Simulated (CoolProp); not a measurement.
Vapour-liquid equilibrium of 1-butene (1) + n-perfluorobutane (2) at 357 K; x and y are mole fractions of (1).

Model: multi-fluid Helmholtz-energy mixture model, Lemmon 2005 and Gao 2022; pair parameters Bell 2016, in CoolProp.

| x | bubble pressure (MPa) | y at the bubble point | dew pressure at overall composition x (MPa) | liquid density (mol/L) |
|---|---|---|---|---|
| 0.05 | 1.353 | 0.090 | 1.309 | 5.087 |
| 0.15 | 1.552 | 0.244 | 1.426 | 5.184 |
| 0.25 | 1.729 | 0.362 | 1.561 | 5.283 |
| 0.35 | 1.860 | 0.450 | 1.711 | 5.405 |
| 0.45 | 1.939 | 0.516 | 1.861 | 5.589 |
| 0.55 | 1.970 | 0.567 | 1.964 | 5.890 |
| 0.65 | 1.964 | 0.607 | 1.919 | 6.344 |
| 0.75 | 1.925 | 0.645 | 1.729 | 6.951 |
| 0.85 | 1.827 | 0.701 | 1.536 | 7.683 |
| 0.95 | 1.559 | 0.837 | 1.369 | 8.517 |

y crosses x between x = 0.55 and 0.65: the model has an azeotrope there.

The pair parameters rest on a limited set of measurements; away from them the model extrapolates. With so large a gap from Raoult's law the liquid may split in two, which this calculation doesn't test in full.
